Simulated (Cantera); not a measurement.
Input: 1 mol trisilylamine, a varied amount of N₂, equilibrated at 1377 °C and 100000 Pa.

Equilibrium computed with Cantera from the NASA thermochemical tables; the gas is ideal and each condensed phase is pure. Candidate condensed phases: Si, Si₃N₄; 18 gas species. The feed counts by its element totals alone. Mutual solubility and eutectic melting of coexisting phases are not modelled. Kinetics and transport are ignored.

**Question.** Which condensed phases are stable at each of these points (n(N₂) (mol)): 0.97, 1.6, 2.7, 4.4, 7.3, 12, 20, 33, 55, 92?

**Answer.** 
```csv
n(N₂) (mol),condensed phases,Si condensed (%)
0.97,Si(s) + Si₃N₄(s),100.0
1.6,Si₃N₄(s),100.0
2.7,Si₃N₄(s),100.0
4.4,Si₃N₄(s),100.0
7.3,Si₃N₄(s),100.0
12,Si₃N₄(s),100.0
20,Si₃N₄(s),100.0
33,Si₃N₄(s),100.0
55,Si₃N₄(s),100.0
92,Si₃N₄(s),100.0
```

At 0.97 mol N₂ the condensed part is Si(s) + Si₃N₄(s). From 1.6 mol N₂ to 92 mol N₂ the condensed part is Si₃N₄(s).
